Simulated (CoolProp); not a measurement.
A single-stage vapour-compression cycle with the fluid: evaporating at 193.15 K (dew point), condensing at 228.15 K (bubble point), superheat 8 K, subcooling 0 K, compressor efficiency 0.85, no pressure losses. The same conditions are run with several fluids, on thermodynamics alone (safety and materials aside).

Values from CoolProp's reference Helmholtz-energy equation of state of each fluid (CH3F (R41): Lemmon 2006; carbonyl sulfide: Lemmon 2006; propane: Lemmon 2009; R143a: Lemmon and Jacobsen 2000; hydrogen chloride: Thol 2018; ethane: Bücker 2006).

| fluid | cooling COP | pressure ratio | discharge temperature (K) | refrigerating effect (kJ/kg) | volumetric capacity (kJ/m³) |
|---|---|---|---|---|---|
| CH3F (R41) | 3.82 | 5.13 | 309.1 | 425 | 828 |
| carbonyl sulfide | 3.91 | 6.42 | 316.9 | 292 | 210 |
| propane | 4.08 | 6.82 | 271.8 | 397 | 138 |
| R143a | 4.04 | 7.16 | 268.3 | 209 | 167 |
| hydrogen chloride | 3.75 | 4.78 | 331.8 | 386 | 1160 |
| ethane | 3.91 | 4.18 | 273.8 | 399 | 1180 |
